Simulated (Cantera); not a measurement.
Input: 1 mol Si₂H₆, 20 mol NO, 8.3 mol H₂, 2.6 mol N₂O, equilibrated at 6.75 Torr.

Cantera equilibrium calculation (NASA polynomials, part measured and part estimated; ideal gas, pure solids and liquids). Candidate condensed phases: H₂O, Si, SiO₂, Si₂N₂O, Si₃N₄; 35 gas species. The feed counts by its element totals alone. Rates play no part.

At 825 K, list the 3 most abundant gas species with their mole fractions, and the condensed phases.

N₂ 0.457, H₂O 0.410, O₂ 0.132. Condensed: SiO₂(α-quartz).
